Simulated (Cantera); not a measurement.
Input (Python, Cantera) and output of one run.

```python
import numpy as np
import cantera as ct

gas_names = [...]  # 113 gases of nasa_gas.yaml made of C, H, O, Pb
cond_names = """
    C(gr) C6H6(L) C7H8(L) C8H18(L),n-octa H2O(s) H2O(L) Pb(cr) Pb(L) PbO(rd) PbO(yw) PbO(L) PbO2(s)
    Pb3O4(s)
""".split()


# ... load() reads the species with a 1 bar reference pressure and builds the phases ...
atoms = {
    'Pb': {'Pb': 1},
    'CO': {'C': 1, 'O': 1},
    'H2': {'H': 2},
}
top_T = {'C(gr)': 4500, 'Pb3O4(s)': 820}  # K; cautious upper limits of use, not melting points


# ... equilibrate(T, P, feed) seeds the gas with the atoms and calls Mixture.equilibrate('TP', solver="vcs", rtol=1e-11, max_steps=5000) ...
results = []
feed = {'Pb': 1, 'CO': 0.034, 'H2': 0.71}  # mol
P = 180  # Pa
for T in [773, 873, 973, 1073, 1173, 1273, 1373, 1473, 1573]:
    mix = equilibrate(T, P, feed)
    results.append((T, P, feed, dict(zip(mix.species_names, mix.species_moles))))
    x = sorted(zip(gas.X, gas.species_names), reverse=True)
    print(f"T = {T:g} K  P = {P:g} Pa  gas = {mix.phase_moles(0):.4g} mol")
    print("   x: " + "  ".join(f"{s} {v:.3e}" for v, s in x if v > 0.001))
    print("   condensed (mol): " + ("  ".join(f"{mix.phase(i).name} {mix.phase_moles(i):.4g}"
          for i in range(1, mix.n_phases) if mix.phase_moles(i) > 1e-12) or "none"))
```

Output:

```
T = 773 K  P = 180 Pa  gas = 0.7384 mol
   x: H2 9.512e-01  CO 4.119e-02  CH4 3.449e-03  H2O 3.362e-03
   condensed (mol): C(gr) 0.0004863  Pb(L) 1
T = 873 K  P = 180 Pa  gas = 0.7435 mol
   x: H2 9.535e-01  CO 4.515e-02
   condensed (mol): Pb(L) 0.9997
T = 973 K  P = 180 Pa  gas = 0.7475 mol
   x: H2 9.496e-01  CO 4.537e-02  Pb 4.860e-03
   condensed (mol): Pb(L) 0.9964
T = 1073 K  P = 180 Pa  gas = 0.7754 mol
   x: H2 9.155e-01  CO 4.382e-02  Pb 4.060e-02
   condensed (mol): Pb(L) 0.9685
T = 1173 K  P = 180 Pa  gas = 0.9717 mol
   x: H2 7.307e-01  Pb 2.343e-01  CO 3.499e-02
   condensed (mol): Pb(L) 0.7723
T = 1273 K  P = 180 Pa  gas = 1.744 mol
   x: Pb 5.734e-01  H2 4.071e-01  CO 1.950e-02
   condensed (mol): none
T = 1373 K  P = 180 Pa  gas = 1.744 mol
   x: Pb 5.734e-01  H2 4.071e-01  CO 1.949e-02
   condensed (mol): none
T = 1473 K  P = 180 Pa  gas = 1.744 mol
   x: Pb 5.733e-01  H2 4.070e-01  CO 1.949e-02
   condensed (mol): none
T = 1573 K  P = 180 Pa  gas = 1.745 mol
   x: Pb 5.732e-01  H2 4.067e-01  CO 1.949e-02
   condensed (mol): none
```

Equilibrium computed with Cantera from the NASA thermochemical tables; the gas is ideal and each condensed phase is pure.
